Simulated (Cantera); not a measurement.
Thermodynamics of chemical vapour transport, feed MgO + H2O

Input: 1 mol MgO, 0.065 mol H2O, equilibrated at 0.220 bar.

These are equilibrium values from Cantera (NASA tables, ideal gas, pure condensed phases), not measurements of a reactor. Candidate condensed phases: H2O, Mg, MgO, Mg(OH)2; 15 gas species. Kinetics and transport are ignored.

From 600 °C to 1500 °C the condensed part is MgO(s).

```tsv
T (°C)	x H2O	x H2	x O2	x OH	x H	x O	x Mg(OH)2	x HO2	n MgO(s)
600	1.00	2.30e-8	1.14e-8	4.73e-10	<1e-12	<1e-12	<1e-12	<1e-12	1.00
700	1.00	2.38e-7	1.17e-7	8.43e-9	1.13e-12	<1e-12	1.46e-12	<1e-12	1.00
800	1.000	1.61e-6	7.81e-7	8.81e-8	3.78e-11	2.34e-12	3.30e-11	<1e-12	1.00
900	1.000	7.85e-6	3.77e-6	6.18e-7	7.04e-10	5.79e-11	4.37e-10	5.91e-12	1.00
1000	1.000	3.01e-5	1.42e-5	3.20e-6	8.34e-9	8.65e-10	3.85e-9	4.68e-11	1.00
1100	1.000	9.50e-5	4.42e-5	1.30e-5	6.92e-8	8.74e-9	2.47e-8	2.74e-10	1.00
1200	1.000	0.000257	0.000118	4.37e-5	4.33e-7	6.46e-8	1.23e-7	1.26e-9	1.00
1300	0.999	0.000615	0.000276	0.000126	2.15e-6	3.70e-7	4.95e-7	4.79e-9	1.00
1400	0.998	0.00133	0.000585	0.000320	8.85e-6	1.72e-6	1.69e-6	1.55e-8	1.00
1500	0.995	0.00263	0.00114	0.000730	3.11e-5	6.75e-6	5.00e-6	4.37e-8	1.00
```
x: gas mole fraction; n: condensed amount in mol.
